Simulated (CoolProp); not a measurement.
The fluoroketone C6F12O (FK-5-1-12) along the isotherm 347.7 K: density (kg/m³) from the reference equation and from simpler models built on Tc = 441.8 K, pc = 18.69 bar, ω = 0.471; each cubic takes its own stable root.

Computed with CoolProp (reference Helmholtz-energy equation of state, McLinden 2015).

```json
[
 {"p (bar)": "6.68", "phase": "liquid", "reference": "1444"},
 {"p (bar)": "13.4", "phase": "liquid", "reference": "1450"},
 {"p (bar)": "20", "phase": "liquid", "reference": "1456"},
 {"p (bar)": "26.7", "phase": "liquid", "reference": "1462"},
 {"p (bar)": "33.4", "phase": "liquid", "reference": "1467"},
 {"p (bar)": "40.1", "phase": "liquid", "reference": "1473"},
 {"p (bar)": "46.7", "phase": "liquid", "reference": "1478"},
 {"p (bar)": "53.4", "phase": "liquid", "reference": "1483"},
 {"p (bar)": "60.1", "phase": "liquid", "reference": "1487"},
 {"p (bar)": "66.8", "phase": "liquid", "reference": "1492"},
 {"p (bar)": "73.4", "phase": "liquid", "reference": "1496"},
 {"p (bar)": "80.1", "phase": "liquid", "reference": "1501"},
 {"p (bar)": "86.8", "phase": "liquid", "reference": "1505"},
 {"p (bar)": "93.5", "phase": "liquid", "reference": "1509"}
]
```

Task: How far does each simpler model (van der Waals, Redlich-Kwong, Soave-Redlich-Kwong, Peng-Robinson) lie from the reference over these 14 states: mean and median of the absolute difference, and the worst?

Result: 
- van der Waals: mean 37.0 %, median 36.5 %, worst -41.7 % at 347.7 K and 6.68 bar
- Redlich-Kwong: mean 12.6 %, median 12.3 %, worst -16.8 % at 347.7 K and 6.68 bar
- Soave-Redlich-Kwong: mean 7.6 %, median 7.5 %, worst -9.4 % at 347.7 K and 6.68 bar
- Peng-Robinson: mean 4.2 %, median 4.3 %, worst +5.3 % at 347.7 K and 93.5 bar
